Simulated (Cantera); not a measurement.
Charge: 1 mol Cu, 0.015 mol H2O, 54 mol CO, equilibrated at 1 atm.

Cantera equilibrium calculation (NASA polynomials, part measured and part estimated; ideal gas, pure solids and liquids). Candidate condensed phases: C, C6H6, C7H8, C8H18, Cu, CuO, Cu(OH)2, Cu2O, H2O; 113 gas species. Kinetics and transport are ignored.

Question: At 1048 K, list the 4 most abundant gas species with their mole fractions, and the condensed phases.

Answer: CO 0.841, CO2 0.159, H2 0.000278, H2O 4.42e-5. Condensed: C(graphite) + Cu(s).
